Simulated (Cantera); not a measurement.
An isothermal, constant-pressure homogeneous reactor starts with CH2O : O2 : N2 = 0.0021 : 0.0043 : 1 (molar parts), at 925 K and 1.70 bar. Integrator tolerance rtol = 1e-08.

Model: GRI-Mech 3.0 (53 species, 325 reactions), integrated in Cantera. Below about 1000 K GRI-Mech 3.0 lacks low-temperature oxidation paths.

What does this change do: 0.054 parts CH4 added?


```json
[
 {"quantity": "x(CH2O) at 7.00 s", "before": "1.63e-12 (gas-phase equilibrium <1e-12)", "after": "0.000171 (gas-phase equilibrium 1.78e-10)"},
 {"quantity": "x(O2) at 7.00 s", "before": "0.00291 (gas-phase equilibrium 0.00219)", "after": "0.00179 (gas-phase equilibrium <1e-12)"},
 {"quantity": "x(C2H6) at 7.00 s", "before": "<1e-12 (gas-phase equilibrium <1e-12)", "after": "0.000241 (gas-phase equilibrium 8.44e-6)"},
 {"quantity": "x(NO) at 7.00 s", "before": "3.11e-12 (gas-phase equilibrium 1.48e-6)", "after": "<1e-12 (gas-phase equilibrium <1e-12)"},
 {"quantity": "x(O) at 7.00 s", "before": "1.20e-8 (gas-phase equilibrium <1e-12)", "after": "3.02e-12 (gas-phase equilibrium <1e-12)"},
 {"quantity": "x(H2) at 7.00 s", "before": "8.96e-5 (gas-phase equilibrium <1e-12)", "after": "0.00281 (gas-phase equilibrium 0.0182)"}
]
```
GRI-Mech 3.0 stops at C3 and has no aromatics, soot or wall deposition, so with more carbon than oxygen in the feed, carbon stays in small species such as C2H2 where larger ones or solid carbon would form.

What does this change do: temperature 925 to 1375 K?


| quantity | before | after |
|---|---|---|
| x(CH2O) at 7.00 s | 1.63e-12 (gas-phase equilibrium <1e-12) | <1e-12 (gas-phase equilibrium <1e-12) |
| x(O2) at 7.00 s | 0.00291 (gas-phase equilibrium 0.00219) | 0.00219 (gas-phase equilibrium 0.00215) |
| x(C2H6) at 7.00 s | <1e-12 (gas-phase equilibrium <1e-12) | <1e-12 (gas-phase equilibrium <1e-12) |
| x(NO) at 7.00 s | 3.11e-12 (gas-phase equilibrium 1.48e-6) | 8.82e-7 (gas-phase equilibrium 7.17e-5) |
| x(O) at 7.00 s | 1.20e-8 (gas-phase equilibrium <1e-12) | 2.30e-8 (gas-phase equilibrium 2.28e-8) |
| x(H2) at 7.00 s | 8.96e-5 (gas-phase equilibrium <1e-12) | 1.05e-8 (gas-phase equilibrium 1.06e-8) |
